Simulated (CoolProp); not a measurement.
A single-stage vapour-compression cycle with sulfur dioxide: evaporating at 317.15 K (dew point), condensing at 344.15 K (bubble point), superheat 5 K, subcooling 5 K, compressor efficiency 0.75, no pressure losses. Each further row changes one setting.

Model: reference Helmholtz-energy equation of state, Gao 2016, in CoolProp.

| case | cooling COP | pressure ratio | discharge temperature (K) | refrigerating effect (kJ/kg) | volumetric capacity (kJ/m³) |
|---|---|---|---|---|---|
| as stated | 7.96 | 2.05 | 386.2 | 308 | 5770 |
| evaporating temperature 322.15 K | 10.1 | 1.78 | 378.3 | 309 | 6660 |
| condensing temperature 339.15 K | 9.96 | 1.81 | 374.6 | 315 | 5910 |
| subcooling 10 K | 8.15 | 2.05 | 386.2 | 315 | 5910 |
| superheat 15 K | 7.82 | 2.05 | 398.0 | 316 | 5670 |
| compressor efficiency 0.65 | 6.90 | 2.05 | 393.5 | 308 | 5770 |
